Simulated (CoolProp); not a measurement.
Vapour-liquid equilibrium of ethane (1) + propane (2) at 232.5 K; x and y are mole fractions of (1).

Model: multi-fluid Helmholtz-energy mixture model, Bücker 2006 and Lemmon 2009; pair parameters Kunz 2012, in CoolProp.

Problem. Give the bubble pressure and the first vapour's composition at x = 0.05, 0.275, 0.8. Is there an azeotrope?

Solution. x = 0.05: 137.5 kPa, y = 0.245; x = 0.275: 269.6 kPa, y = 0.690; x = 0.8: 613.6 kPa, y = 0.958. No azeotrope shows between x = 0.05 and 0.95.

Pair parameters are fitted to limited data, so mixtures are less certain than the pure fluids.
